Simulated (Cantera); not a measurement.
Source: NASA polynomial tables (part measured, part estimated), evaluated in Cantera. Values are per mole of reaction as written; species without (g) are pure solids or liquids, kept so even where they would boil at 1 bar.

3 BaO + 6 F(g) = O3(g) + 3 BaF2, with ΔH° = -2315.8 kJ and ΔS° = -641.0 J/K at 300 K.

**Question.** How far is the shortcut ΔG° ≈ ΔH°(300 K) − T·ΔS°(300 K) from the full temperature-dependent value at 1225, 1325, 1425, 1525, 1625 K?

**Answer.** 
```tsv
T (K)	shortcut (kJ)	full (kJ)	difference (kJ)	difference in log10 K
1225	-1530.6	-1529.7	-0.9	0.04
1325	-1466.5	-1468.2	1.7	-0.07
1425	-1402.4	-1407.8	5.4	-0.20
1525	-1338.3	-1348.3	10.0	-0.34
1625	-1274.2	-1289.7	15.5	-0.50
```
The shortcut ignores the heat-capacity change of the reaction.
